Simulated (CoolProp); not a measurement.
Computed with CoolProp (reference Helmholtz-energy equation of state, Tillner-Roth 1994).

Question: Give the vapour pressure (MPa), vapour density (kg/m³), liquid cp (kJ/(kg K)), surface tension (mN/m) of saturated R134a at 32.75, 72.75 °C.

Answer: 
| T (°C) | p (MPa) | vapour density (kg/m³) | liquid cp (kJ/(kg K)) | surface tension (mN/m) |
|---|---|---|---|---|
| 32.75 | 0.833 | 40.7 | 1.46 | 7.03 |
| 72.75 | 2.25 | 125 | 1.86 | 2.36 |

Surface tension comes from a separate correlation (Mulero 2012).
